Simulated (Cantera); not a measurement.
What does this Cantera script print?

```python
import numpy as np
import cantera as ct

gas_names = """
    H HNO HNO2 HNO3 HO2 H2 H2O H2O2 N NH NH2 NH3 NH2OH NO NO2 NO3 N2 N2H2 N2H4 N2O O OH O2 O3 Si SiH
    SiH2 SiH3 SiH4 SiN SiO SiO2 Si2 Si2N Si3
""".split()
cond_names = """
    H2O(s) H2O(L) Si(cr) Si(L) SiO2(Lqz) SiO2(hqz) SiO2(L) Si2N2O(s) Si3N4(a)
""".split()


def load(file, names, dense=False):
    # The tables refer to 1 bar. Condensed volumes are neglected.
    table = {s.name: s for s in ct.Species.list_from_file(file)}
    out = []
    for n in names:
        d = dict(table[n].input_data)
        d["thermo"] = dict(d["thermo"], **{"reference-pressure": 1e5})
        if dense:
            d["equation-of-state"] = {"model": "constant-volume", "density": "1e6 g/cm^3"}
        out.append(ct.Species.from_dict(d))
    return out


gas = ct.Solution(thermo="ideal-gas", species=load("nasa_gas.yaml", gas_names))
cond = {s.name: ct.Solution(thermo="fixed-stoichiometry", species=[s], name=s.name)
        for s in load("nasa_condensed.yaml", cond_names, dense=True)}
atoms = {
    'Si3N4': {'Si': 3, 'N': 4},
    'H2O': {'H': 2, 'O': 1},
    'H2': {'H': 2},
}
top_T = {'Si2N2O(s)': 2100, 'Si3N4(a)': 2400}  # K; cautious upper limits of use, not melting points


def equilibrate(T, P, feed):
    n = {}
    for name, mol in feed.items():
        for a, k in atoms[name].items():
            n[a] = n.get(a, 0.0) + k * mol
    gas.TPX = T, P, n
    mass = sum(n.values()) * gas.mean_molecular_weight
    gas.equilibrate("TP")
    valid = [c for c in cond.values() if c.min_temp <= T <= top_T.get(c.name, c.max_temp)]
    mix = ct.Mixture([(gas, mass / gas.mean_molecular_weight)] + [(c, 0.0) for c in valid])
    mix.T, mix.P = T, P
    mix.equilibrate("TP", solver="vcs", rtol=1e-11, max_steps=5000)
    return mix


results = []
T = 1850  # K
P = 47000  # Pa
for m in [0.0025, 0.0065, 0.017, 0.043, 0.11, 0.29, 0.73, 1.9, 4.9]:
    feed = {'Si3N4': 1, 'H2O': m, 'H2': 110}  # mol
    mix = equilibrate(T, P, feed)
    results.append((T, P, feed, dict(zip(mix.species_names, mix.species_moles))))
    x = sorted(zip(gas.X, gas.species_names), reverse=True)
    print(f"T = {T:g} K  P = {P:g} Pa  n(H2O) = {m:g} mol  gas = {mix.phase_moles(0):.4g} mol")
    print("   x: " + "  ".join(f"{s} {v:.3e}" for v, s in x if v > 1e-06))
    print("   condensed (mol): " + ("  ".join(f"{mix.phase(i).name} {mix.phase_moles(i):.4g}"
          for i in range(1, mix.n_phases) if mix.phase_moles(i) > 1e-12) or "none"))
```

Result:

```
T = 1850 K  P = 47000 Pa  n(H2O) = 0.0025 mol  gas = 112.1 mol
   x: H2 9.813e-01  N2 1.785e-02  H 7.784e-04  SiH2 4.137e-05  SiO 2.230e-05  Si 1.372e-05  SiH 9.239e-06  NH3 1.610e-06
   condensed (mol): Si(L) 2.99
T = 1850 K  P = 47000 Pa  n(H2O) = 0.0065 mol  gas = 112.1 mol
   x: H2 9.812e-01  N2 1.785e-02  H 7.784e-04  SiO 5.798e-05  SiH2 4.137e-05  Si 1.372e-05  SiH 9.238e-06  NH3 1.610e-06
   condensed (mol): Si(L) 2.986
T = 1850 K  P = 47000 Pa  n(H2O) = 0.017 mol  gas = 112.1 mol
   x: H2 9.812e-01  N2 1.784e-02  H 7.784e-04  SiO 1.516e-04  SiH2 4.137e-05  Si 1.372e-05  SiH 9.238e-06  NH3 1.609e-06
   condensed (mol): Si(L) 2.975
T = 1850 K  P = 47000 Pa  n(H2O) = 0.043 mol  gas = 112.1 mol
   x: H2 9.809e-01  N2 1.783e-02  H 7.783e-04  SiO 3.833e-04  SiH2 4.136e-05  Si 1.372e-05  SiH 9.237e-06  NH3 1.608e-06
   condensed (mol): Si(L) 2.949
T = 1850 K  P = 47000 Pa  n(H2O) = 0.11 mol  gas = 112.3 mol
   x: H2 9.804e-01  N2 1.781e-02  SiO 9.793e-04  H 7.780e-04  SiH2 4.133e-05  Si 1.372e-05  SiH 9.234e-06  NH3 1.606e-06
   condensed (mol): Si(L) 2.883
T = 1850 K  P = 47000 Pa  n(H2O) = 0.29 mol  gas = 112.6 mol
   x: H2 9.788e-01  N2 1.776e-02  SiO 2.574e-03  H 7.774e-04  SiH2 4.127e-05  Si 1.372e-05  SiH 9.227e-06  NH3 1.600e-06  H2O 1.249e-06
   condensed (mol): Si(L) 2.703
T = 1850 K  P = 47000 Pa  n(H2O) = 0.73 mol  gas = 113 mol
   x: H2 9.798e-01  N2 1.531e-02  SiO 4.063e-03  H 7.778e-04  SiH2 4.131e-05  Si 1.372e-05  SiH 9.231e-06  H2O 1.974e-06  NH3 1.487e-06
   condensed (mol): Si(L) 1.992  Si2N2O(s) 0.2708
T = 1850 K  P = 47000 Pa  n(H2O) = 1.9 mol  gas = 113.7 mol
   x: H2 9.834e-01  N2 8.339e-03  SiO 7.457e-03  H 7.792e-04  SiH2 4.146e-05  Si 1.372e-05  SiH 9.248e-06  H2O 3.636e-06  NH3 1.104e-06
   condensed (mol): Si(L) 0.04144  Si2N2O(s) 1.051
T = 1850 K  P = 47000 Pa  n(H2O) = 4.9 mol  gas = 118.2 mol
   x: H2 9.708e-01  N2 1.692e-02  SiO 1.043e-02  H2O 1.121e-03  H 7.742e-04  NH3 1.542e-06
   condensed (mol): SiO2(L) 1.768
```

Cantera equilibrium calculation (NASA polynomials, part measured and part estimated; ideal gas, pure solids and liquids). Mutual solubility and eutectic melting of coexisting phases are not modelled. The tables hold silica as quartz up to 1696 K and as liquid above; real silica turns to tridymite and cristobalite and melts near 1996 K. Gases not in the tables: Si2H6 and higher silanes.
